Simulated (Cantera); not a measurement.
Charge: 1 mol TiO2, 7.9 mol H2, equilibrated at 31.0 Pa.

These are equilibrium values from Cantera (NASA tables, ideal gas, pure condensed phases), not measurements of a reactor. Candidate condensed phases: H2O, Ti, TiO, TiO2, Ti2O3, Ti3O5, Ti4O7; 12 gas species. Mutual solubility and eutectic melting of coexisting phases are not modelled. Condensed phases not in the tables: Magnéli phases beyond Ti4O7. The numbers say what is thermodynamically allowed, not how fast it happens.

Question: At 1275 K, list the 3 most abundant gas species with their mole fractions, and the condensed phases.

Answer: H2 0.998, H2O 0.00234, H 4.18e-5. Condensed: TiO2(rutile) + Ti4O7(s).
